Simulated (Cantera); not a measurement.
# SiO₂ + C + N₂ (carbothermic reduction)

Charge: 1 mol SiO₂, 6 mol C, 5.3 mol N₂, at 652 °C.

Cantera equilibrium calculation (NASA polynomials, part measured and part estimated; ideal gas, pure solids and liquids). Candidate condensed phases: C, Si, SiC, SiO₂, Si₂N₂O, Si₃N₄; 34 gas species. N₂ is the only nitrogen source here; it is nearly inert below about 1500 K, so the nitride shown seldom forms there in practice. Rates play no part.

```tsv
P (Pa)	x N₂	x CO	x CO₂	n C(graphite)	n SiO₂(β-quartz)	n Si₂N₂O(s)
10	0.969	0.0306	2.82e-7	5.83	0.890	0.0552
52	0.990	0.0103	1.65e-7	5.95	0.963	0.0183
270	0.997	0.00343	9.57e-8	5.98	0.988	0.00608
1400	0.999	0.00115	5.54e-8	5.99	0.996	0.00203
7200	1.000	0.000385	3.21e-8	6.00	0.999	0.000681
37000	1.000	0.000129	1.86e-8	6.00	1.000	0.000229
190000	1.000	4.35e-5	1.08e-8	6.00	1.000	7.68e-5
1000000	1.000	1.44e-5	6.20e-9	6.00	1.000	0
```
x: gas mole fraction; n: condensed amount in mol.

From 10.0 Pa to 1.90 bar the condensed part is C(graphite) + SiO₂(β-quartz) + Si₂N₂O(s). At 10.0 bar the condensed part is C(graphite) + SiO₂(β-quartz).
